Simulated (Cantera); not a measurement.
What does this Cantera script print?

```python
import numpy as np
import cantera as ct

gas = ct.Solution("gri30.yaml")
gas.TPX = 1575, 101325, {'CH2O': 0.022, 'O2': 0.0047, 'N2': 1}
reactor = ct.IdealGasConstPressureReactor(gas, energy="off", clone=False)
net = ct.ReactorNet([reactor])
net.rtol, net.atol = 1e-08, 1e-18
show = ['CH2O', 'O2', 'C2H', 'HO2', 'CH4']
times = np.geomspace(0.0006, 1, 9)

steps = ct.SolutionArray(gas, extra=["t"])
rows = []
print(f"{'t/s':>10s}{'T/K':>9s}{'P/Pa':>11s}" + "".join(f"{s:>11s}" for s in show))
for t in times:
    while net.time < t:
        t_next = net.step()
        steps.append(gas.state, t=t_next)
    rows.append([np.interp(t, steps.t, y) for y in (steps.T, steps.P, *steps(*show).X.T)])
    print(f"{t:10.3e}{rows[-1][0]:9.1f}{rows[-1][1]:11.4g}" + "".join(f"{x:11.3e}" for x in rows[-1][2:]))
rate = np.gradient(steps.T, steps.t)
print("integrator steps:", len(steps.t))
if steps.T.max() > steps.T[0] + 200:
    print(f"time of steepest temperature rise: {steps.t[rate.argmax()]:.4e} s")
gas.TPX = 1575, 101325, {'CH2O': 0.022, 'O2': 0.0047, 'N2': 1}
gas.equilibrate("TP")
print(f"equilibrium (TP): T = {gas.T:.1f} K  " + "  ".join(f"{s} {gas[s].X[0]:.3e}" for s in show))
```

Output:

```
       t/s      T/K       P/Pa       CH2O         O2        C2H        HO2        CH4
 6.000e-04   1575.0  1.013e+05  2.685e-10  9.406e-06  2.083e-16  2.426e-09  1.379e-12
 1.517e-03   1575.0  1.013e+05  2.289e-10  2.471e-06  2.654e-18  6.582e-10  1.102e-12
 3.834e-03   1575.0  1.013e+05  1.874e-10  5.965e-07  1.160e-19  1.654e-10  1.104e-12
 9.690e-03   1575.0  1.013e+05  1.536e-10  1.139e-07  5.295e-20  3.246e-11  1.384e-12
 2.449e-02   1575.0  1.013e+05  1.341e-10  1.902e-08  3.463e-20  5.378e-12  1.825e-12
 6.192e-02   1575.0  1.013e+05  1.250e-10  3.021e-09  1.811e-20  8.000e-13  2.328e-12
 1.565e-01   1575.0  1.013e+05  1.212e-10  4.739e-10  7.959e-21  1.078e-13  2.781e-12
 3.956e-01   1575.0  1.013e+05  1.197e-10  7.643e-11  3.186e-21  1.384e-14  3.126e-12
 1.000e+00   1575.0  1.013e+05  1.190e-10  1.463e-11  1.313e-21  2.346e-15  3.483e-12
integrator steps: 2164
equilibrium (TP): T = 1575.0 K  CH2O 1.187e-10  O2 4.406e-12  C2H 6.096e-22  HO2 7.976e-16  CH4 1.760e-11
```

Computed with Cantera and GRI-Mech 3.0 (53 species, 325 reactions).
